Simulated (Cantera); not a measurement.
Feed: 1 mol SiH2Cl2, 0.22 mol C2H2, 54 mol H2, held at 0.0600 bar.

Points: T (K) = 1800, 1850, 1900, 1950, 2000, 2050, 2100, 2150, 2200.

Cantera's Mixture.equilibrate('TP', solver="vcs", rtol=1e-11, max_steps=5000) on the NASA tables stopped like this:

```
ERROR: FAILURE its = 5001!

*******************************************************************************
CanteraError thrown by MultiPhase::equilibrate:
VCS solver failed. Return code: -1
*******************************************************************************
```

### Question
What got this run through?

### Answer
Several could match; the one computed here: The failure is numerical, not chemical. The same input converged with solver="gibbs", rtol=1e-10, max_steps=50000, and the result passed a check of the equilibrium conditions:
```
log10 of partial pressures in bar; condensed amounts in mol
       T/K        H2       HCL         H        Si     SiCL2       SiH      SiCL     Si(L)    SiC(b)
      1800    -1.237    -2.748    -4.065    -5.498    -3.769    -6.059    -5.690    0.3923    0.4399
      1850    -1.237    -2.745    -3.887    -5.191    -3.791    -5.813    -5.504    0.3949    0.4398
      1900    -1.238    -2.742    -3.719    -4.899    -3.813    -5.580    -5.329     0.393    0.4397
      1950    -1.239    -2.740    -3.560    -4.623    -3.835    -5.359    -5.163    0.3842    0.4393
      2000    -1.240    -2.738    -3.409    -4.361    -3.857    -5.150    -5.006    0.3644    0.4385
      2050    -1.241    -2.738    -3.265    -4.112    -3.879    -4.951    -4.858    0.3272    0.4369
      2100    -1.243    -2.738    -3.128    -3.875    -3.902    -4.762    -4.717    0.2626    0.4337
      2150    -1.246    -2.740    -2.998    -3.649    -3.926    -4.583    -4.585    0.1556    0.4274
      2200    -1.250    -2.742    -2.874    -3.446    -3.961    -4.425    -4.471         0    0.4156
```

The gas is ideal and each condensed phase is pure. Mutual solubility and eutectic melting of coexisting phases are not modelled. The tables' values for SiCl, SiCl3 are old estimates; treat these amounts as uncertain. Gases not in the tables: Si2H6 and higher silanes.
